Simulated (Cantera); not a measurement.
Charge: 1 mol Si, 9.9 mol HBr, 21 mol H₂, held at 2.20e-5 bar.

Method: chemical equilibrium by Gibbs-energy minimisation in Cantera with the NASA 1993 tables (ideal gas, pure condensed phases). Candidate condensed phases: Br₂, Si; 19 gas species. Equilibrium is a limit: real reactors are often held back by kinetics, nucleation or transport.

At 775 K, list the 4 most abundant gas species with their mole fractions, and the condensed phases.

H₂ 0.769, HBr 0.197, SiBr₄ 0.0334, SiHBr₃ 4.59e-5. Condensed: gas only.
